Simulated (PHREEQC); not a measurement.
Dissolve 2.5 mol/kgw KCl, 0.16 mol/kgw K2SO4 and 3.5 mol/kgw HCl at 20 °C. Closed to the air; pH follows from the charge balance.

Model: Pitzer model, pitzer.dat, run in PHREEQC.

No solid was allowed to form.

### Question
Estimate the pH, osmotic coefficient.

### Answer
pH -1.38; osmotic coefficient 1.402.

### Question
In which forms is S present?

### Answer
HSO4- 98 %, SO4-2 1.5 % of the S.

Saturation is exceeded, for instance for Sylvite; the values hold only as long as no solid forms. In brines, pH and single-ion activities rest on the MacInnes convention.
